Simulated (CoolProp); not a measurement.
n-heptane along the isobar 20 bar: Z from the reference equation and from simpler models built on Tc = 541.2 K, pc = 27.74 bar, ω = 0.349; each cubic takes its own stable root.

Model: reference Helmholtz-energy equation of state, Span 2003, in CoolProp. It is a short technical equation, of lower accuracy than the large ones.

| T (K) | phase | reference |
|---|---|---|
| 426.8 | liquid | 0.1005 |
| 435.4 | liquid | 0.1002 |
| 444 | liquid | 0.1001 |
| 452.6 | liquid | 0.1002 |
| 461.2 | liquid | 0.1005 |
| 469.8 | liquid | 0.1010 |
| 478.4 | liquid | 0.1018 |
| 487 | liquid | 0.1030 |
| 495.6 | liquid | 0.1047 |
| 504.2 | liquid | 0.1073 |
| 512.8 | liquid | 0.1115 |
| 521.4 | gas | 0.5606 |
| 530 | gas | 0.6144 |
| 538.6 | gas | 0.6541 |
| 547.2 | gas | 0.6860 |
| 555.7 | gas | 0.7123 |

Task: How far does each simpler model (van der Waals, Redlich-Kwong, Soave-Redlich-Kwong) lie from the reference over these 16 states: mean and median of the absolute difference, and the worst?

Result: 
- van der Waals: mean 103.3 %, median 69.8 %, worst +483.2 % at 512.8 K and 20 bar
- Redlich-Kwong: mean 43.4 %, median 21.7 %, worst +424.9 % at 512.8 K and 20 bar
- Soave-Redlich-Kwong: mean 13.2 %, median 14.4 %, worst +24.0 % at 512.8 K and 20 bar

At some of these states van der Waals, Redlich-Kwong gives the other phase, because its saturation line lies elsewhere.
